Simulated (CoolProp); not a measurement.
Vapour-liquid equilibrium of R22 (1) + c-C4F8 (RC318) (2) at 0.177 MPa; x and y are mole fractions of (1).

Values from CoolProp's multi-fluid Helmholtz-energy mixture model, Kamei 1995 and Platzer 1990; pair parameters Bell 2016. This equation is an older, rougher fit; its heat capacities, sound speeds and derivatives of the liquid may be far off and weren't checked against measurements.

```tsv
x	bubble temperature, mixture model (K)	bubble temperature, Raoult's law (K)	y, mixture model	y, Raoult's law
0.05	279.2	278.1	0.127	0.165
0.125	274.0	273.4	0.346	0.355
0.2	267.6	269.4	0.545	0.498
0.275	261.5	265.9	0.689	0.607
0.35	256.4	262.7	0.780	0.691
0.425	252.7	259.9	0.835	0.759
0.5	[?]	257.4	[?]	0.813
0.575	[?]	255.0	[?]	0.857
0.65	247.6	252.9	0.901	0.893
0.725	247.0	251.0	0.912	0.924
0.8	[?]	249.2	0.923	0.949
0.875	[?]	247.5	0.939	0.971
0.95	[?]	246.0	0.967	0.989
```

Some entries are withheld; supply them.


- 0.5, bubble temperature, mixture model (K): 250.2
- 0.5, y, mixture model: 0.868
- 0.575, bubble temperature, mixture model (K): 248.6
- 0.575, y, mixture model: 0.888
- 0.8, bubble temperature, mixture model (K): 246.4
- 0.875, bubble temperature, mixture model (K): 245.8
- 0.95, bubble temperature, mixture model (K): 245.3

The largest gap from Raoult's law is -7.2 K in bubble temperature, at x = 0.5. No azeotrope shows between x = 0.05 and 0.95.

The pair parameters rest on a limited set of measurements; away from them the model extrapolates. The gap from Raoult's law changes sign with composition, which may be real or a fault of the pair parameters; it wasn't checked against measurements.
